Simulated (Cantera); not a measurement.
What does this Cantera script print?

```python
import numpy as np
import cantera as ct

gas = ct.Solution("gri30.yaml")
gas.TPX = 2000, 13332, {'CH4': 1, 'N2': 77}
reactor = ct.IdealGasConstPressureReactor(gas, energy="off", clone=False)
net = ct.ReactorNet([reactor])
net.rtol, net.atol = 1e-08, 1e-18
show = ['CH4', 'C2H6', 'H2', 'CH3', 'H']
times = np.geomspace(6e-05, 5, 14)

steps = ct.SolutionArray(gas, extra=["t"])
rows = []
print(f"{'t/s':>10s}{'T/K':>9s}{'P/Pa':>11s}" + "".join(f"{s:>11s}" for s in show))
for t in times:
    while net.time < t:
        t_next = net.step()
        steps.append(gas.state, t=t_next)
    rows.append([np.interp(t, steps.t, y) for y in (steps.T, steps.P, *steps(*show).X.T)])
    print(f"{t:10.3e}{rows[-1][0]:9.1f}{rows[-1][1]:11.4g}" + "".join(f"{x:11.3e}" for x in rows[-1][2:]))
rate = np.gradient(steps.T, steps.t)
print("integrator steps:", len(steps.t))
if steps.T.max() > steps.T[0] + 200:
    print(f"time of steepest temperature rise: {steps.t[rate.argmax()]:.4e} s")
gas.TPX = 2000, 13332, {'CH4': 1, 'N2': 77}
gas.equilibrate("TP")
print(f"equilibrium (TP): T = {gas.T:.1f} K  " + "  ".join(f"{s} {gas[s].X[0]:.3e}" for s in show))
```

Result:

```
       t/s      T/K       P/Pa        CH4       C2H6         H2        CH3          H
 6.000e-05   2000.0  1.333e+04  1.274e-02  6.821e-09  3.805e-05  8.330e-05  7.763e-06
 1.434e-04   2000.0  1.333e+04  1.261e-02  6.101e-08  1.035e-04  2.076e-04  8.355e-06
 3.429e-04   2000.0  1.333e+04  1.227e-02  4.042e-07  2.935e-04  4.922e-04  1.211e-05
 8.198e-04   2000.0  1.333e+04  1.113e-02  1.957e-06  1.219e-03  1.048e-03  3.371e-05
 1.960e-03   2000.0  1.333e+04  6.999e-03  3.082e-06  6.565e-03  1.302e-03  1.175e-04
 4.686e-03   2000.0  1.333e+04  2.409e-03  6.218e-07  1.458e-02  5.881e-04  2.123e-04
 1.120e-02   2000.0  1.333e+04  6.136e-04  6.378e-08  1.772e-02  1.913e-04  2.936e-04
 2.678e-02   2000.0  1.333e+04  1.258e-04  4.240e-09  1.855e-02  5.028e-05  3.806e-04
 6.402e-02   2000.0  1.333e+04  2.118e-05  1.623e-10  1.871e-02  9.991e-06  4.492e-04
 1.531e-01   2000.0  1.333e+04  1.659e-06  1.266e-12  1.872e-02  8.859e-07  5.083e-04
 3.659e-01   2000.0  1.333e+04  2.387e-07  5.609e-14  1.869e-02  1.445e-07  5.741e-04
 8.748e-01   2000.0  1.333e+04  1.041e-07  3.144e-14  1.868e-02  6.689e-08  6.097e-04
 2.091e+00   2000.0  1.333e+04  6.421e-08  2.733e-14  1.868e-02  4.150e-08  6.131e-04
 5.000e+00   2000.0  1.333e+04  6.030e-08  2.702e-14  1.868e-02  3.898e-08  6.131e-04
integrator steps: 1191
equilibrium (TP): T = 2000.0 K  CH4 9.220e-08  C2H6 6.635e-15  H2 1.868e-02  CH3 5.959e-08  H 6.132e-04
```

Model: GRI-Mech 3.0 (53 species, 325 reactions), integrated in Cantera. GRI-Mech 3.0 stops at C3 and has no aromatics, soot or wall deposition, so with more carbon than oxygen in the feed, carbon stays in small species such as C2H2 where larger ones or solid carbon would form.
